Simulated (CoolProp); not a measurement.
Vapour-liquid equilibrium of R113 (1) + acetone (2) at 284.2 K; x and y are mole fractions of (1).

Computed with CoolProp (multi-fluid Helmholtz-energy mixture model, Marx 1992 and Lemmon 2006; pair parameters Bell 2016).

```
x     bubble pressure, mixture model (MPa)  bubble pressure, Raoult's law (MPa)  y, mixture model  y, Raoult's law
----  ------------------------------------  -----------------------------------  ----------------  ---------------
0.05                               0.01885                              0.01670             0.176            0.075
0.15                               0.02257                              0.01758             0.370            0.214
0.25                               0.02493                              0.01846               ___            0.339
0.35                               0.02640                              0.01935               ___            0.454
0.45                               0.02732                              0.02023             0.590            0.558
0.55                                   ___                              0.02111               ___            0.653
0.65                               0.02815                              0.02199             0.674            0.741
0.75                               0.02813                              0.02287               ___            0.822
0.85                               0.02764                              0.02375               ___            0.897
0.95                               0.02630                              0.02463             0.910            0.967
```

Q: Fill in the missing entries.

A: 
- 0.25, y, mixture model: 0.474
- 0.35, y, mixture model: 0.541
- 0.55, bubble pressure, mixture model (MPa): 0.02787
- 0.55, y, mixture model: 0.632
- 0.75, y, mixture model: 0.725
- 0.85, y, mixture model: 0.795

The largest gap from Raoult's law is +36.4 % in bubble pressure, at x = 0.35. y crosses x between x = 0.65 and 0.75: the model has an azeotrope there.

Pair parameters are fitted to limited data, so mixtures are less certain than the pure fluids.
